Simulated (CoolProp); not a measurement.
Properties of carbon monoxide along the isobar 3.61 MPa.

The numbers come from the reference Helmholtz-energy equation of state, Lemmon 2006 in CoolProp. It is a short technical equation, of lower accuracy than the large ones.

| T (K) | phase | cp (kJ/(kg K)) | speed of sound (m/s) | fugacity coefficient |
|---|---|---|---|---|
| 81.3 | liquid | 2.110 | 900.6 | 0.03116 |
| 102 | liquid | 2.232 | 700.6 | 0.1748 |
| 122.6 | liquid | 2.935 | 458.0 | 0.4740 |
| 143.2 | supercritical | 2.492 | 209.7 | 0.7363 |
| 163.8 | supercritical | 1.537 | 244.2 | 0.8279 |
| 184.5 | supercritical | … | 268.6 | 0.8836 |
| 205.1 | supercritical | 1.234 | 288.8 | … |
| 225.7 | supercritical | 1.183 | 306.6 | 0.9451 |
| 246.3 | supercritical | 1.150 | 322.7 | 0.9628 |
| 267 | supercritical | 1.128 | 337.6 | 0.9758 |
| 287.6 | supercritical | … | 351.5 | 0.9853 |
| 308.2 | supercritical | 1.102 | 364.6 | 0.9925 |

**Question.** What belongs in the gaps?

**Answer.** 
- 184.5, cp (kJ/(kg K)): 1.327
- 205.1, fugacity coefficient: 0.9200
- 287.6, cp (kJ/(kg K)): 1.113
